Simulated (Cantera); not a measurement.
What does this Cantera script print?

```python
import numpy as np
import cantera as ct

gas = ct.Solution("gri30.yaml")
gas.TPX = 348, 130000, {'CH4': 1, 'H2': 0.97, 'O2': 1.91, 'N2': 7.19}
flame = ct.FreeFlame(gas, width=0.033)
flame.set_refine_criteria(ratio=3, slope=0.08, curve=0.16)
flame.transport_model = "mixture-averaged"
flame.solve(loglevel=0, auto=True)
z, T = flame.grid, flame.T
thick = (T[-1] - T[0]) / np.gradient(T, z).max()
show = ['CH4', 'H2', 'O2', 'C2H6', 'CH2CO', 'H2O']
print(f"laminar burning velocity  {flame.velocity[0] * 100:.3f} cm/s")
print(f"burnt temperature         {T[-1]:.1f} K")
print(f"thermal thickness         {thick * 1e3:.4f} mm")
print(f"grid points               {len(z)}")
z0 = z[flame.heat_release_rate.argmax()]
print(f"{'z/mm':>9s}{'T/K':>9s}{'u/(m/s)':>9s}" + "".join(f"{s:>11s}" for s in show))
rows = []
for k in (-3, -2, -1.5, -1, -0.5, -0.25, 0, 0.25, 0.5, 1, 2, 4, 8):
    zz = z0 + k * thick
    rows.append([k * thick, np.interp(zz, z, T), np.interp(zz, z, flame.velocity),
                 *(np.interp(zz, z, flame.X[gas.species_index(s)]) for s in show)])
    print(f"{rows[-1][0] * 1e3:9.3f}{rows[-1][1]:9.1f}{rows[-1][2]:9.3f}" + "".join(f"{x:11.3e}" for x in rows[-1][3:]))
```

Result:

```
laminar burning velocity  57.182 cm/s
burnt temperature         2153.8 K
thermal thickness         0.3015 mm
grid points               159
     z/mm      T/K  u/(m/s)        CH4         H2         O2       C2H6      CH2CO        H2O
   -0.904    348.2    0.572  9.038e-02  8.716e-02  1.726e-01  2.967e-09  4.274e-11  9.875e-06
   -0.603    350.1    0.574  9.046e-02  8.590e-02  1.728e-01  8.373e-08  1.378e-09  1.427e-04
   -0.452    361.3    0.592  9.030e-02  8.377e-02  1.729e-01  1.327e-06  2.540e-08  1.088e-03
   -0.301    453.7    0.741  8.699e-02  7.881e-02  1.694e-01  3.689e-05  8.699e-07  1.068e-02
   -0.151    960.6    1.579  6.214e-02  7.105e-02  1.333e-01  6.854e-04  2.676e-05  6.770e-02
   -0.075   1397.3    2.318  3.565e-02  6.723e-02  9.093e-02  9.515e-04  9.474e-05  1.189e-01
    0.000   1774.5    2.970  1.055e-02  6.179e-02  4.389e-02  1.702e-04  1.068e-04  1.682e-01
    0.075   1949.9    3.272  1.453e-03  5.479e-02  1.574e-02  3.880e-06  2.447e-05  1.951e-01
    0.151   2001.5    3.354  1.421e-04  5.091e-02  5.535e-03  4.472e-08  2.574e-06  2.036e-01
    0.301   2031.9    3.393  1.680e-06  5.021e-02  1.504e-03  8.920e-12  5.342e-08  2.055e-01
    0.603   2061.4    3.434  2.072e-09  5.109e-02  7.859e-04  5.210e-17  2.261e-10  2.060e-01
    1.206   2093.0    3.480  1.300e-12  5.140e-02  4.378e-04  2.171e-20  1.833e-13  2.080e-01
    2.412   2120.5    3.520  2.301e-13  5.155e-02  1.952e-04  1.208e-23  7.653e-16  2.101e-01
```

Computed with Cantera and GRI-Mech 3.0 (53 species, 325 reactions). Burning velocities carry a grid error of a few per cent, more on coarse grids.
